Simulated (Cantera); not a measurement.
A closed system holds: 1 mol borazine, 0.24 mol NH3, 150 mol N2, 20 mol H2O, equilibrated at 133 Pa.

Equilibrium computed with Cantera from the NASA thermochemical tables; the gas is ideal and each condensed phase is pure. Candidate condensed phases: B, BN, B2O3, B3O3H3, H2O; 39 gas species. The feed counts by its element totals alone. Gases not in the tables: H3BO3. The numbers say what is thermodynamically allowed, not how fast it happens.

log p: log10 of the partial pressure in bar; n: condensed amount in mol.

```tsv
T (K)	log p N2	log p H2O	log p H2	log p HBO2	log p (HBO2)3	log p B2O3	n B2O3(l)
825	-2.94	-3.93	-4.22	-8.50	-7.00	<-14	1.48
875	-2.94	-3.93	-4.22	-7.85	-7.14	-14.46	1.48
925	-2.94	-3.93	-4.22	(withheld)	(withheld)	(withheld)	1.49
975	-2.94	-3.93	-4.22	-6.78	-7.39	-12.01	1.48
1025	-2.94	-3.93	-4.22	(withheld)	(withheld)	(withheld)	1.46
1075	-2.94	-3.93	-4.22	-5.91	-7.61	-10.03	1.42
1125	-2.94	-3.93	-4.22	-5.54	-7.70	-9.18	1.31
1175	-2.94	-3.94	-4.22	-5.21	-7.80	-8.40	1.09
1225	-2.94	-3.95	-4.22	-4.91	-7.90	-7.69	0.675
1275	-2.94	-3.98	-4.23	-4.65	-8.06	-7.07	0
```

### Question
Fill in the missing entries.

### Answer

- 1025, log p HBO2: -6.32
- 1025, log p (HBO2)3: -7.50
- 1025, log p B2O3: -10.97
- 925, log p HBO2: -7.29
- 925, log p (HBO2)3: -7.27
- 925, log p B2O3: -13.17
